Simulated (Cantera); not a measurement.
Cantera run, input and output.

```python
import numpy as np
import cantera as ct

gas = ct.Solution("h2o2.yaml")
gas.TPX = 1450, 280, {'H2': 0.066, 'O2': 1}
reactor = ct.IdealGasConstPressureReactor(gas, energy="off", clone=False)
net = ct.ReactorNet([reactor])
net.rtol, net.atol = 1e-08, 1e-18
show = ['H2', 'O2', 'H2O2', 'OH', 'H2O']
times = np.geomspace(1e-06, 9, 14)

steps = ct.SolutionArray(gas, extra=["t"])
rows = []
print(f"{'t/s':>10s}{'T/K':>9s}{'P/Pa':>11s}" + "".join(f"{s:>11s}" for s in show))
for t in times:
    while net.time < t:
        t_next = net.step()
        steps.append(gas.state, t=t_next)
    rows.append([np.interp(t, steps.t, y) for y in (steps.T, steps.P, *steps(*show).X.T)])
    print(f"{t:10.3e}{rows[-1][0]:9.1f}{rows[-1][1]:11.4g}" + "".join(f"{x:11.3e}" for x in rows[-1][2:]))
rate = np.gradient(steps.T, steps.t)
print("integrator steps:", len(steps.t))
if steps.T.max() > steps.T[0] + 200:
    print(f"time of steepest temperature rise: {steps.t[rate.argmax()]:.4e} s")
gas.TPX = 1450, 280, {'H2': 0.066, 'O2': 1}
gas.equilibrate("TP")
print(f"equilibrium (TP): T = {gas.T:.1f} K  " + "  ".join(f"{s} {gas[s].X[0]:.3e}" for s in show))
```

Result:

```
       t/s      T/K       P/Pa         H2         O2       H2O2         OH        H2O
 1.000e-06   1450.0        280  6.191e-02  9.381e-01  1.859e-15  3.309e-12  6.324e-15
 3.427e-06   1450.0        280  6.191e-02  9.381e-01  2.169e-14  3.815e-11  2.479e-13
 1.175e-05   1450.0        280  6.191e-02  9.381e-01  2.536e-13  4.285e-10  9.572e-12
 4.026e-05   1450.0        280  6.191e-02  9.381e-01  2.968e-12  4.421e-09  3.487e-10
 1.380e-04   1450.0        280  6.191e-02  9.381e-01  3.444e-11  3.736e-08  1.074e-08
 4.728e-04   1450.0        280  6.191e-02  9.381e-01  3.893e-10  3.174e-07  2.964e-07
 1.621e-03   1450.0        280  6.187e-02  9.381e-01  4.001e-09  1.818e-05  3.009e-05
 5.554e-03   1450.0        280  2.573e-03  8.879e-01  1.516e-08  9.628e-03  5.001e-02
 1.903e-02   1450.0        280  1.248e-03  8.858e-01  1.158e-08  7.954e-03  5.279e-02
 6.523e-02   1450.0        280  1.220e-03  8.871e-01  1.154e-08  7.868e-03  5.306e-02
 2.236e-01   1450.0        280  1.128e-03  8.913e-01  1.138e-08  7.583e-03  5.394e-02
 7.662e-01   1450.0        280  8.665e-04  9.025e-01  1.071e-08  6.688e-03  5.625e-02
 2.626e+00   1450.0        280  3.963e-04  9.209e-01  8.251e-09  4.569e-03  6.003e-02
 9.000e+00   1450.0        280  7.925e-05  9.326e-01  3.992e-09  2.056e-03  6.261e-02
integrator steps: 905
equilibrium (TP): T = 1450.0 K  H2 1.188e-06  O2 9.360e-01  H2O2 5.028e-10  OH 2.523e-04  H2O 6.376e-02
```

Model: the H2/O2 subset of GRI-Mech 3.0, which has no nitrogen chemistry, integrated in Cantera. Radical loss at walls, strong at low pressure, is not modelled. The temperature is held fixed by assumption; the heat of reaction is taken as removed at once.
